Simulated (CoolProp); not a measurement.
Fluorine along the isobar 881 kPa: fugacity coefficient from the reference equation and from simpler models built on Tc = 144.4 K, pc = 5240 kPa, ω = 0.045; each cubic takes its own stable root.

Model: reference Helmholtz-energy equation of state, de Reuck 1990, in CoolProp.

| T (K) | phase | reference | van der Waals | Redlich-Kwong | Soave-Redlich-Kwong |
|---|---|---|---|---|---|
| 108.9 | liquid | ? | 0.9032 | 0.8349 | 0.8391 |
| 123.6 | gas | 0.9111 | 0.9279 | 0.9118 | 0.9115 |
| 138.3 | gas | 0.9374 | 0.9448 | ? | ? |
| 153 | gas | 0.9544 | 0.9568 | 0.9520 | 0.9523 |
| 167.7 | gas | 0.9660 | 0.9657 | 0.9635 | 0.9641 |
| 182.4 | gas | 0.9741 | 0.9723 | 0.9717 | 0.9727 |
| 197.1 | gas | 0.9800 | 0.9774 | 0.9779 | 0.9791 |
| 211.8 | gas | 0.9844 | 0.9815 | 0.9825 | 0.9840 |
| 226.5 | gas | 0.9877 | 0.9847 | 0.9861 | 0.9878 |
| 241.2 | gas | 0.9903 | 0.9872 | 0.9889 | 0.9907 |
| 255.9 | gas | 0.9924 | 0.9893 | 0.9911 | 0.9930 |
| 270.6 | gas | 0.9941 | 0.9911 | 0.9929 | 0.9949 |
| 285.3 | gas | 0.9954 | 0.9925 | 0.9943 | 0.9963 |
| 300 | gas | 0.9965 | 0.9937 | 0.9955 | 0.9975 |

Q: Fill in the missing entries.

A: 
- 108.9, reference: 0.8229
- 138.3, Redlich-Kwong: 0.9358
- 138.3, Soave-Redlich-Kwong: 0.9357

At some of these states van der Waals gives the other phase, because its saturation line lies elsewhere.
